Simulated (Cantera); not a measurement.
A perfectly stirred reactor is fed with 6.48 % CH4, 19.6 % O2, 73.9 % N2, equivalence ratio 0.66, at 368 Torr; it is adiabatic with a 475 K inlet, and is followed from long to short residence time, starting on the burning branch (τ in s: 0.12, 0.045, 0.017, 0.0067, 0.0026, 0.001, 0.00039, 0.00015, 5.9e-05, 2.3e-05, 8.9e-06, 3.5e-06).

Cantera simulation using GRI-Mech 3.0 (53 species, 325 reactions); the numbers are that mechanism's predictions, not measurements.

**Question.** Predict: blow-out, bracketed by the residence times tried; x(CH4) at τ = 0.120 s; x(O2) at τ = 0.120 s; x(HCO) at τ = 0.120 s; x(H2O2) at τ = 0.120 s; x(CO) at τ = 0.120 s; x(CH4) at τ = 0.390 ms; x(O2) at τ = 0.390 ms; x(HCO) at τ = 0.390 ms; x(H2O2) at τ = 0.390 ms; x(CO) at τ = 0.390 ms.

**Answer.** 
- blow-out, bracketed by the residence times tried = burning at 0.390 ms, out at 0.150 ms
- x(CH4) at τ = 0.120 s = 8.28e-6
- x(O2) at τ = 0.120 s = 0.0665
- x(HCO) at τ = 0.120 s = 2.90e-8
- x(H2O2) at τ = 0.120 s = 5.40e-8
- x(CO) at τ = 0.120 s = 0.000881
- x(CH4) at τ = 0.390 ms = 0.000652
- x(O2) at τ = 0.390 ms = 0.0761
- x(HCO) at τ = 0.390 ms = 9.07e-6
- x(H2O2) at τ = 0.390 ms = 5.40e-7
- x(CO) at τ = 0.390 ms = 0.0182
